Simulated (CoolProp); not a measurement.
Values from CoolProp's reference Helmholtz-energy equation of state, Polt 1992. This equation is an older, rougher fit.

Q: For cyclopropane, give the phase and the cv (kJ/(kg K)), Joule-Thomson coefficient (K/MPa), expansivity (1/kK), fugacity coefficient at 77.55 °C and 18.4 bar; 134.35 °C and 18.4 bar.

A: 
- 77.55 °C and 18.4 bar: gas; cv 1.56, Joule-Thomson coefficient 16.0, expansivity 6.04, fugacity coefficient 0.832
- 134.35 °C and 18.4 bar: gas; cv 1.75, Joule-Thomson coefficient 8.40, expansivity 3.56, fugacity coefficient 0.896
